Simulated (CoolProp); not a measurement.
The numbers come from the reference Helmholtz-energy equation of state, Fiedler 2023 in CoolProp.

Q: For tetrahydrofuran, give the phase and the density (kg/m³), cv (kJ/(kg K)), isothermal compressibility (1/MPa) at 82.25 °C and 179 bar.

A: 
- 82.25 °C and 179 bar: liquid; density 838, cv 1.40, isothermal compressibility 0.00128
